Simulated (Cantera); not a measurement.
Input (Python, Cantera):

```python
import numpy as np
import cantera as ct

gas = ct.Solution("gri30.yaml")
gas.TPX = 1700, 13332, {'C3H8': 1, 'H2': 3.2}
inlet = ct.Reservoir(gas, clone=True)

reactor = ct.IdealGasConstPressureReactor(gas, energy="off", clone=False)
exhaust = ct.Reservoir(gas, clone=True)
tau = [21, 6.5, 2, 0.62, 0.19, 0.06, 0.019, 0.0058, 0.0018, 0.00055][0]
for a, b in ((inlet, reactor), (reactor, exhaust)):
    ct.MassFlowController(a, b, mdot=lambda t: reactor.mass / tau)
net = ct.ReactorNet([reactor])
show = ['C3H8', 'H2', 'CH3', 'C2H2', 'CH4']

rows = []
print(f"{'tau/s':>10s}{'T/K':>9s}" + "".join(f"{s:>11s}" for s in show))
for tau in [21, 6.5, 2, 0.62, 0.19, 0.06, 0.019, 0.0058, 0.0018, 0.00055]:
    net.initial_time = 0.0
    net.advance(30 * tau)
    before = gas.X
    net.advance(40 * tau)
    drift = np.max(np.abs(gas.X - before) / (gas.X + 1e-9))
    rows.append([gas.T, *gas[show].X, drift])
    print(f"{tau:10.3e}{gas.T:9.1f}" + "".join(f"{x:11.3e}" for x in gas[show].X))
```

Result:

```
     tau/s      T/K       C3H8         H2        CH3       C2H2        CH4
 2.100e+01   1700.0  3.473e-07  7.842e-01  9.202e-05  2.046e-01  9.692e-03
 6.500e+00   1700.0  1.112e-06  7.805e-01  1.459e-04  2.031e-01  1.487e-02
 2.000e+00   1700.0  3.536e-06  7.743e-01  2.464e-04  2.004e-01  2.349e-02
 6.200e-01   1700.0  1.094e-05  7.654e-01  4.208e-04  1.966e-01  3.582e-02
 1.900e-01   1700.0  3.334e-05  7.536e-01  7.200e-04  1.913e-01  5.185e-02
 6.000e-02   1700.0  9.632e-05  7.397e-01  1.203e-03  1.845e-01  7.052e-02
 1.900e-02   1700.0  2.726e-04  7.233e-01  1.978e-03  1.751e-01  9.171e-02
 5.800e-03   1700.0  7.884e-04  7.042e-01  3.237e-03  1.609e-01  1.149e-01
 1.800e-03   1700.0  2.236e-03  6.841e-01  5.166e-03  1.392e-01  1.360e-01
 5.500e-04   1700.0  6.442e-03  6.644e-01  8.286e-03  1.054e-01  1.506e-01
```

Detailed kinetics in Cantera: GRI-Mech 3.0 (53 species, 325 reactions). GRI-Mech 3.0 was tuned for natural gas; its chemistry of propane as a main component is partial and can be far from experiment. GRI-Mech 3.0 stops at C3 and has no aromatics, soot or wall deposition, so with more carbon than oxygen in the feed, carbon stays in small species such as C2H2 where larger ones or solid carbon would form.
